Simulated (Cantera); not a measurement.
A Cantera script and its output.

```python
import numpy as np
import cantera as ct

gas = ct.Solution("gri30.yaml")
gas.TPX = 498, 100000, {'CH4': 1, 'O2': 3.64, 'N2': 13.7, 'H2O': 0.048}
inlet = ct.Reservoir(gas, clone=True)
gas.equilibrate("HP")  # start burning
reactor = ct.IdealGasConstPressureReactor(gas, energy="on", clone=False)
exhaust = ct.Reservoir(gas, clone=True)
tau = [0.056, 0.021, 0.0078, 0.0029, 0.0011, 0.00041, 0.00015, 5.7e-05, 2.1e-05][0]
for a, b in ((inlet, reactor), (reactor, exhaust)):
    ct.MassFlowController(a, b, mdot=lambda t: reactor.mass / tau)
net = ct.ReactorNet([reactor])
show = ['CH4', 'O2', 'HO2', 'CH2CO', 'CH3', 'OH', 'CH2']

rows = []
print(f"{'tau/s':>10s}{'T/K':>9s}" + "".join(f"{s:>11s}" for s in show))
for tau in [0.056, 0.021, 0.0078, 0.0029, 0.0011, 0.00041, 0.00015, 5.7e-05, 2.1e-05]:
    net.initial_time = 0.0
    net.advance(30 * tau)
    before = gas.X
    net.advance(40 * tau)
    drift = np.max(np.abs(gas.X - before) / (gas.X + 1e-9))
    rows.append([gas.T, *gas[show].X, drift])
    print(f"{tau:10.3e}{gas.T:9.1f}" + "".join(f"{x:11.3e}" for x in gas[show].X))
```

Result:

```
     tau/s      T/K        CH4         O2        HO2      CH2CO        CH3         OH        CH2
 5.600e-02   1718.0  1.810e-05  8.907e-02  2.334e-06  2.156e-09  3.548e-06  1.150e-03  5.738e-08
 2.100e-02   1711.0  3.375e-05  8.915e-02  4.170e-06  5.095e-09  6.150e-06  1.536e-03  1.295e-07
 7.800e-03   1698.6  6.376e-05  8.940e-02  7.469e-06  1.158e-08  1.054e-05  2.024e-03  2.803e-07
 2.900e-03   1676.8  1.238e-04  9.001e-02  1.310e-05  2.653e-08  1.815e-05  2.569e-03  5.735e-07
 1.100e-03   1639.7  2.545e-04  9.143e-02  2.228e-05  6.667e-08  3.238e-05  3.029e-03  1.103e-06
 4.100e-04   1571.7  6.490e-04  9.521e-02  3.995e-05  2.468e-07  6.812e-05  3.066e-03  2.172e-06
 1.500e-04    498.0  5.438e-02  1.980e-01  3.760e-18  7.675e-19  7.498e-19  2.607e-25 -7.598e-33
 5.700e-05    498.0  5.438e-02  1.980e-01  1.307e-21  2.241e-22  4.282e-22  6.575e-29 -9.196e-35
 2.100e-05    498.0  5.438e-02  1.980e-01  1.548e-22  1.416e-23  9.928e-23  1.243e-29  3.124e-36
```

Cantera simulation using GRI-Mech 3.0 (53 species, 325 reactions); the numbers are that mechanism's predictions, not measurements.
